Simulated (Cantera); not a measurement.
A closed system holds: 1 mol SiHCl3, 69 mol N2, 1 mol H2, equilibrated at 1373 K.

Cantera equilibrium calculation (NASA polynomials, part measured and part estimated; ideal gas, pure solids and liquids). Candidate condensed phases: NH4Cl, Si, Si3N4; 28 gas species. N2 is the only nitrogen source here; it is nearly inert below about 1500 K, so the nitride shown seldom forms there in practice. The tables' values for SiCl3 are old estimates; treat these amounts as uncertain. The numbers say what is thermodynamically allowed, not how fast it happens.

x: gas mole fraction; n: condensed amount in mol.

```
P (Pa)   x N2   x HCl     x H2   x SiCl2  n Si3N4(s)
------  -----  ------  -------  --------  ----------
5       0.958  0.0176   0.0120    0.0119      0.0462
26      0.958     ___      ___       ___         ___
140     0.958  0.0282  0.00684   0.00582       0.180
710     0.959  0.0312  0.00540       ___         ___
3700    0.960  0.0320  0.00503   0.00114       0.256
19000   0.960  0.0315  0.00530  0.000353       0.264
100000  0.961  0.0304  0.00584   9.85e-5       0.261
```

Q: Fill in the missing entries.

A: 
- 710, x SiCl2: 0.00305
- 710, n Si3N4(s): 0.229
- 26, x HCl: 0.0232
- 26, x H2: 0.00928
- 26, x SiCl2: 0.00891
- 26, n Si3N4(s): 0.115
